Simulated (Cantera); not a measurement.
What does this Cantera script print?

```python
import numpy as np
import cantera as ct

gas = ct.Solution("gri30.yaml")


def delay(T, t_max=10):
    gas.TPX = T, 2900000, {'CH4': 1, 'C2H6': 0.21, 'O2': 3.96, 'N2': 14.9, 'CO2': 0.98}
    reactor = ct.IdealGasConstPressureReactor(gas, clone=False)
    net = ct.ReactorNet([reactor])
    net.rtol, net.atol = 1e-8, 1e-16
    while net.time < t_max:
        t_old, T_old = net.time, reactor.T
        net.step()
        if reactor.T > T + 400:  # ignition: a rise of 400 K
            return t_old + (T + 400 - T_old) / (reactor.T - T_old) * (net.time - t_old)
    return np.nan


taus = []
for T in [1100, 1200, 1300, 1400, 1500, 1600, 1700]:
    taus.append(delay(T))
    print(f"T0 = {T:6g} K   tau = {taus[-1]:.4e} s")
```

It prints:

```
T0 =   1100 K   tau = 2.2093e-03 s
T0 =   1200 K   tau = 4.7639e-04 s
T0 =   1300 K   tau = 1.3078e-04 s
T0 =   1400 K   tau = 4.4627e-05 s
T0 =   1500 K   tau = 1.8338e-05 s
T0 =   1600 K   tau = 8.6386e-06 s
T0 =   1700 K   tau = 4.4782e-06 s
```

Cantera simulation using GRI-Mech 3.0 (53 species, 325 reactions); the numbers are that mechanism's predictions, not measurements. The pressure lies above the range GRI-Mech 3.0 was tuned for (to about 10 atm).
